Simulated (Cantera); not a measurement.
An adiabatic, constant-volume homogeneous reactor starts with CO : H₂ : CH₄ : O₂ : N₂ = 1 : 0.034 : 0.2 : 0.955 : 3.59 (molar parts), equivalence ratio 0.96, at 1525 K and 21000 Pa. Integrator tolerance rtol = 1e-08.

Detailed kinetics in Cantera: GRI-Mech 3.0 (53 species, 325 reactions).

```
quantity                                                            before                                    after
---------------------------------  ---------------------------------------  ---------------------------------------
time of steepest temperature rise                                  1.11 ms                                  22.7 µs
temperature at 0.200 s                                              2737 K                                   3183 K
equilibrium temperature                                             2737 K                                   3183 K
x(CO) at 0.200 s                       0.101 (gas-phase equilibrium 0.101)    0.0703 (gas-phase equilibrium 0.0703)
x(H₂) at 0.200 s                   0.00738 (gas-phase equilibrium 0.00738)  0.00409 (gas-phase equilibrium 0.00409)
x(CH₄) at 0.200 s                    <1e-12 (gas-phase equilibrium <1e-12)    <1e-12 (gas-phase equilibrium <1e-12)
x(NO) at 0.200 s                     0.0138 (gas-phase equilibrium 0.0138)    0.0198 (gas-phase equilibrium 0.0198)
x(C₂H₆) at 0.200 s                   <1e-12 (gas-phase equilibrium <1e-12)    <1e-12 (gas-phase equilibrium <1e-12)
x(H) at 0.200 s                    0.00929 (gas-phase equilibrium 0.00929)  0.00224 (gas-phase equilibrium 0.00224)
x(CO₂) at 0.200 s                      0.111 (gas-phase equilibrium 0.111)      0.148 (gas-phase equilibrium 0.148)
```

Q: Which change was made?
A. CH4 0.2 to 0.44 parts
B. CO 1 to 2.6 parts
C. N2 3.59 to 2.5 parts
D. pressure from 21000 Pa to 3000000 Pa

A: D, pressure from 21000 Pa to 3000000 Pa
